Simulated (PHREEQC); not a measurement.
Buffer: speciation

Consider water at 49 °C with 0.076 mol/kgw NaHSO4, 0.0026 mol/kgw KOH and 0.00052 mol/kgw KCl. Closed to the air; pH follows from the charge balance.

Computed with PHREEQC (ion-association model, phreeqc.dat).

Precipitation was switched off in this run.

Q: Predict the pH, density, specific conductance.

A: pH 1.64; density 0.995 g/cm³; specific conductance 25400 µS/cm.

Q: In which forms is K present?

A: K+ 92 %, KSO4- 8.0 % of the K.

Constants without temperature data keep their 25 °C values here.
